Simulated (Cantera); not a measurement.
**Stirred combustor or abatement burner**

A perfectly stirred reactor is fed with CH₄ : O₂ : N₂ = 1 : 2.94 : 11.1 (molar parts), equivalence ratio 0.68, at 1100000 Pa; it is adiabatic with a 675 K inlet, and is followed from long to short residence time, starting on the burning branch (τ in s: 0.1, 0.044, 0.018, 0.0078, 0.0033, 0.0014, 0.00059, 0.00025, 0.0001, 4.4e-05, 1.9e-05).

Computed with Cantera and GRI-Mech 3.0 (53 species, 325 reactions).

```json
[
 {"τ (s)": "0.10", "T (K)": "2091", "x CH₄": "8.07e-7", "x O₂": "0.0616", "x C₂H₂": "1.75e-11", "x CO₂": "0.0662", "x CH₂O": "1.08e-7"},
 {"τ (s)": "0.044", "T (K)": "2092", "x CH₄": "1.80e-6", "x O₂": "0.0619", "x C₂H₂": "8.48e-11", "x CO₂": "0.0662", "x CH₂O": "2.42e-7"},
 {"τ (s)": "0.018", "T (K)": "2092", "x CH₄": "4.24e-6", "x O₂": "0.0621", "x C₂H₂": "4.53e-10", "x CO₂": "0.0661", "x CH₂O": "5.76e-7"},
 {"τ (s)": "0.0078", "T (K)": "2091", "x CH₄": "9.19e-6", "x O₂": "0.0622", "x C₂H₂": "1.97e-9", "x CO₂": "0.0660", "x CH₂O": "1.26e-6"},
 {"τ (s)": "0.0033", "T (K)": "2088", "x CH₄": "1.94e-5", "x O₂": "0.0624", "x C₂H₂": "7.53e-9", "x CO₂": "0.0657", "x CH₂O": "2.72e-6"},
 {"τ (s)": "0.0014", "T (K)": "2082", "x CH₄": "3.85e-5", "x O₂": "0.0626", "x C₂H₂": "2.30e-8", "x CO₂": "0.0652", "x CH₂O": "5.54e-6"},
 {"τ (s)": "0.00059", "T (K)": "2072", "x CH₄": "7.35e-5", "x O₂": "0.0631", "x C₂H₂": "5.78e-8", "x CO₂": "0.0642", "x CH₂O": "1.09e-5"},
 {"τ (s)": "0.00025", "T (K)": "2054", "x CH₄": "0.000138", "x O₂": "0.0639", "x C₂H₂": "1.27e-7", "x CO₂": "0.0624", "x CH₂O": "2.08e-5"},
 {"τ (s)": "0.00010", "T (K)": "2020", "x CH₄": "0.000281", "x O₂": "0.0658", "x C₂H₂": "2.90e-7", "x CO₂": "0.0589", "x CH₂O": "4.22e-5"},
 {"τ (s)": "4.4e-5", "T (K)": "1965", "x CH₄": "0.000602", "x O₂": "0.0694", "x C₂H₂": "7.27e-7", "x CO₂": "0.0528", "x CH₂O": "8.59e-5"},
 {"τ (s)": "1.9e-5", "T (K)": "675", "x CH₄": "0.0665", "x O₂": "0.195", "x C₂H₂": "<1e-12", "x CO₂": "<1e-12", "x CH₂O": "<1e-12"}
]
```
x: mole fraction; the columns are a selection and need not sum to one.
